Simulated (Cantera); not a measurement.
A closed system holds: 1 mol Fe2O3, 0.069 mol SO3, 0.041 mol CO2, 1.7 mol H2S, at 1550 K and 2.80 bar.

Method: chemical equilibrium by Gibbs-energy minimisation in Cantera with the NASA 1993 tables (ideal gas, pure condensed phases). Candidate condensed phases: C, C6H6, C7H8, C8H18, Fe, Fe(CO)5, FeO, Fe(OH)2, Fe(OH)3, FeS, FeSO4, FeS2, Fe2O3, Fe2(SO4)3, Fe3O4, H2O, H2SO4, S; 127 gas species. Metal and sulfide melt together well below either melting point, which pure phases cannot show. Mutual solubility and eutectic melting of coexisting phases are not modelled. The tables' stoichiometric FeO is somewhat more stable than real wüstite, so its field is too wide. FeO, FeS: taken at fixed stoichiometry. The numbers say what is thermodynamically allowed, not how fast it happens.

Base state: H2O 0.710, SO2 0.178, S2 0.0319, H2 0.0305, H2S 0.0262, CO2 0.0165, S2O 0.00204, CO 0.00198 (mole fractions); condensed: FeO(s) + FeS(l).

**Question.** What changes in the equilibrium state with this change: CO2 from 0.041 to 1.7 mol?

**Answer.** 
```
species       before    after
-----------  -------  -------
H2O            0.710    0.395
CO2           0.0165    0.376
SO2            0.178    0.114
CO           0.00198   0.0524
H2S           0.0262   0.0146
H2            0.0305   0.0197
S2            0.0319   0.0236
Fe(OH)2      1.75e-5  9.77e-6
COS          5.68e-5  0.00130
S2O          0.00204  0.00130
FeO(s), mol    0.839    0.947
FeS(l), mol     1.16     1.05
```

**Question.** What changes in the equilibrium state with this change: CO2 from 0.041 to 2.2 mol?

**Answer.** 
| species | before | after |
|---|---|---|
| CO2 | 0.0165 | 0.428 |
| H2O | 0.710 | 0.349 |
| SO2 | 0.178 | 0.104 |
| CO | 0.00198 | 0.0614 |
| H2S | 0.0262 | 0.0128 |
| H2 | 0.0305 | 0.0179 |
| S2 | 0.0319 | 0.0223 |
| Fe(OH)2 | 1.75e-5 | 8.61e-6 |
| COS | 5.68e-5 | 0.00148 |
| S2O | 0.00204 | 0.00119 |
| SH | 0.000612 | 0.000392 |
| FeO(s), mol | 0.839 | 0.981 |
| FeS(l), mol | 1.16 | 1.02 |

**Question.** What changes in the equilibrium state with this change: pressure from 2.80 bar to 0.100 bar?

**Answer.** 
| species | before | after |
|---|---|---|
| H2O | 0.710 | 0.627 |
| SO2 | 0.178 | 0.152 |
| S2 | 0.0319 | 0.0869 |
| H2 | 0.0305 | 0.0861 |
| CO2 | 0.0165 | 0.0128 |
| H2S | 0.0262 | 0.0231 |
| Fe(OH)2 | 1.75e-5 | 1.55e-5 |
| H | 3.28e-6 | 2.92e-5 |
| S | 7.61e-6 | 6.65e-5 |
| SH | 0.000612 | 0.00170 |
| SO | 0.00162 | 0.00442 |
| CO | 0.00198 | 0.00492 |
| FeO(s), mol | 0.839 | 1.06 |
| FeS(l), mol | 1.16 | 0.942 |
